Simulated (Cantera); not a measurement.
A closed system holds: 1 mol Hg, 0.17 mol O2, 26 mol H2, held at 1350 °C and 0.0290 bar.

Equilibrium computed with Cantera from the NASA thermochemical tables; the gas is ideal and each condensed phase is pure. Candidate condensed phases: H2O, Hg, HgO; 10 gas species. The numbers say what is thermodynamically allowed, not how fast it happens.

Base state: H2 0.950, Hg 0.0370, H2O 0.0126, H 0.000396 (mole fractions); condensed: gas only.

Task: What changes in the equilibrium state with this change: pressure from 0.0290 bar to 0.00110 bar?

Result: 
```
species    before    after
-------  --------  -------
H2          0.950    0.948
Hg         0.0370   0.0370
H2O        0.0126   0.0126
H        0.000396  0.00203
```
